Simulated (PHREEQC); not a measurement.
Consider water at 90 °C with 0.23 mol/kgw KOH and 0.00014 mol/kgw H4SiO4. Closed to the air; pH follows from the charge balance.

Equilibrium calculation in PHREEQC: ion-association model, phreeqc.dat.

```
quantity                   before    after
------------------------  -------  -------
pH                          11.59    12.33
ionic strength (mol/kgw)    0.230    0.230
H2SiO4-2 (mol/kgw)        7.83e-5  9.15e-5
H3SiO4- (mol/kgw)         6.16e-5  4.85e-5
H4SiO4 (mol/kgw)          1.47e-7  4.22e-8
SI of Quartz (SiO2)         -3.61    -3.77
```

**Question.** Name the change that produced these shifts.
A) temperature from 90 to 55 °C
B) diluted 5-fold with water
C) temperature from 90 to 65 °C
D) 0.03 mol/kgw CO2 added

**Answer.** A, temperature from 90 to 55 °C

This is a speciation only: nothing precipitates in the calculation. Constants without temperature data keep their 25 °C values here.
